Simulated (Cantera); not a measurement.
Feed: 1 mol Si, 0.03 mol N2O, 44 mol N2, equilibrated at 1625 K and 0.0200 bar.

These are equilibrium values from Cantera (NASA tables, ideal gas, pure condensed phases), not measurements of a reactor. Candidate condensed phases: Si, SiO2, Si2N2O, Si3N4; 16 gas species. Mutual solubility and eutectic melting of coexisting phases are not modelled. Equilibrium is a limit: real reactors are often held back by kinetics, nucleation or transport.

Base state: N2 1.000, SiO 0.000202 (mole fractions); condensed: Si2N2O(s) + Si3N4(s).

### Question
What changes in the equilibrium state with this change: pressure from 0.0200 bar to 2.00e-6 bar?

### Answer
```
species           before     after
--------------  --------  --------
N2                 1.000     0.978
Si               6.56e-7    0.0215
SiO             0.000202  0.000666
Si2                <1e-9   1.64e-5
Si2N             1.01e-8   1.07e-5
SiN              7.29e-8   2.36e-5
Si2N2O(s), mol    0.0212         0
Si3N4(s), mol      0.316         0
```
The tables' values for SiN are old estimates; treat these amounts as uncertain.
